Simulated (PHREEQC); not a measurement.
2.1 g of hydrous ferric oxide (600 m²/g; 0.2 weak and 0.005 strong sites per Fe, Dzombak-Morel constants, diffuse double layer) in 1 kg of water with 0.005 mol/kgw of an inert sodium salt and 0.00011 mol/kgw NaF, at 25 °C; the pH is set by adding NaOH or the inert anion's acid. O2 is buffered at 0.21 atm. The system is closed to CO2. Nothing may precipitate in this run.

Computed with PHREEQC (ion-association model, wateq4f.dat).

| pH | F sorbed (%) | surface charge σ (C/m²) | surface potential ψ (mV) |
|---|---|---|---|
| 4 | 99.5 | 0.189 | 190 |
| 4.38 | 99.3 | 0.147 | 178 |
| 5.12 | 98.1 | 0.083 | 151 |
| 5.5 | 96.5 | 0.060 | 135 |
| 6.25 | 87.5 | 0.029 | 99 |
| 6.62 | 77.1 | 0.019 | 81 |
| 7.38 | 41.0 | 0.007 | 40 |
| 7.75 | 24.0 | 0.003 | 20 |
| 8.5 | 5.8 | -0.004 | -22 |
| 8.88 | 2.6 | -0.008 | -43 |
| 9.62 | 0.6 | -0.021 | -83 |
| 10 | 0.3 | -0.031 | -103 |

Complexes and solids missing from the database can't appear.
